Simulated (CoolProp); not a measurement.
Vapour pressure (MPa) of n-nonane: the reference equation beside estimates from Tc = 594.5 K, pc = 2.282 MPa, ω = 0.443.

The numbers come from the reference Helmholtz-energy equation of state, Lemmon 2006 in CoolProp. It is a short technical equation, of lower accuracy than the large ones.

| T (K) | reference | Lee-Kesler | van der Waals | Redlich-Kwong | Peng-Robinson |
|---|---|---|---|---|---|
| 360.8 | 0.01322 | 0.01294 | 0.2116 | 0.05259 | 0.01350 |
| 366.9 | 0.01672 | 0.01641 | 0.2327 | 0.06240 | 0.01702 |
| 372.9 | 0.02087 | 0.02054 | 0.2548 | 0.07334 | 0.02119 |
| 378.9 | 0.02583 | 0.02548 | 0.2784 | 0.08566 | 0.02616 |
| 384.9 | 0.03170 | 0.03136 | 0.3033 | 0.09946 | 0.03204 |
| 390.9 | 0.03861 | 0.03829 | 0.3296 | 0.1149 | 0.03895 |
| 396.9 | 0.04669 | 0.04641 | 0.3575 | 0.1319 | 0.04703 |
| 402.9 | 0.05607 | 0.05586 | 0.3869 | 0.1508 | 0.05640 |

Absolute difference from the reference over all 8 rows, mean and median: Lee-Kesler 1.2 and 1.2 %, van der Waals 969.7 and 917.3 %, Redlich-Kwong 227.1 and 222.7 %, Peng-Robinson 1.2 and 1.2 %.
